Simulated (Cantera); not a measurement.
## Equilibrium for nitride etching: BN + H2O + N2

A closed system holds: 1 mol BN, 1.2 mol H2O, 41 mol N2, at 1173 K and 710 Pa.

Cantera equilibrium calculation (NASA polynomials, part measured and part estimated; ideal gas, pure solids and liquids). Candidate condensed phases: B, BN, B2O3, B3O3H3, H2O; 39 gas species. Mutual solubility and eutectic melting of coexisting phases are not modelled. Kinetics and transport are ignored.

- x(N2): 0.972
- x(H2): 0.0281
- x(H2O): 4.83e-5
- x(HBO2): 4.62e-5
- x(HBO): 1.09e-6
- n(BN(s)): 0.202 mol
- n(B2O3(l)): 0.398 mol
- gas amount: 42.60 mol
- log10 activity of B(s) (absent): -5.48
- log10 activity of B3O3H3(s) (absent): -17.05
